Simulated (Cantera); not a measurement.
Input: 1 mol C2H5OH, 0.89 mol NH3, 45 mol N2, at 1748 K and 10.0 mbar.

Cantera equilibrium calculation (NASA polynomials, part measured and part estimated; ideal gas, pure solids and liquids). Candidate condensed phases: C, C6H6, C7H8, C8H18, H2O; 136 gas species. The numbers say what is thermodynamically allowed, not how fast it happens.

Base state: N2 0.894, H2 0.0843, CO 0.0197, HCN 0.00130, H 0.000663, HNC 4.37e-5 (mole fractions); condensed: C(graphite).

Question: What changes in the equilibrium state with this change: C2H5OH replaced by C2H4?

Answer: 
```tsv
species	before	after
N2	0.894	0.931
H2	0.0843	0.0674
HCN	0.00130	0.00118
CO	0.0197	0
H	0.000663	0.000593
HNC	4.37e-5	3.99e-5
C(graphite), mol	0.931	1.94
```

Question: What changes in the equilibrium state with this change: NH3 from 0.89 to 0.1 mol?

Answer: 
| species | before | after |
|---|---|---|
| N2 | 0.894 | 0.915 |
| H2 | 0.0843 | 0.0631 |
| CO | 0.0197 | 0.0203 |
| H | 0.000663 | 0.000574 |
| HNC | 4.37e-5 | 3.82e-5 |
| HCN | 0.00130 | 0.00114 |
| C(graphite), mol | 0.931 | 0.941 |
